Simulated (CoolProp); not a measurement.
Vapour-liquid equilibrium of benzene (1) + n-nonane (2) at 0.129 MPa; x and y are mole fractions of (1).

The numbers come from the multi-fluid Helmholtz-energy mixture model, Thol 2012 and Lemmon 2006; pair parameters Bell 2016 in CoolProp.

| x | bubble temperature (°C) | y at the bubble point | dew temperature at overall composition x (°C) | liquid density (mol/L) |
|---|---|---|---|---|
| 0.05 | 148.6 | 0.281 | 158.3 | 4.884 |
| 0.125 | 135.3 | 0.532 | 155.3 | 5.180 |
| 0.2 | 125.6 | 0.672 | 152.2 | 5.472 |
| 0.275 | 118.5 | 0.757 | 148.9 | 5.769 |
| 0.35 | 112.9 | 0.812 | 145.4 | 6.078 |
| 0.425 | 108.5 | 0.851 | 141.5 | 6.407 |
| 0.5 | 104.9 | 0.881 | 137.3 | 6.761 |
| 0.575 | 101.8 | 0.905 | 132.6 | 7.147 |
| 0.65 | 99.0 | 0.925 | 127.4 | 7.570 |
| 0.725 | 96.5 | 0.943 | 121.3 | 8.038 |
| 0.8 | 94.1 | 0.959 | 114.2 | 8.560 |
| 0.875 | 91.8 | 0.975 | 105.6 | 9.145 |
| 0.95 | 89.6 | 0.990 | 95.4 | 9.807 |

No azeotrope shows between x = 0.05 and 0.95.

The pair parameters rest on a limited set of measurements; away from them the model extrapolates.
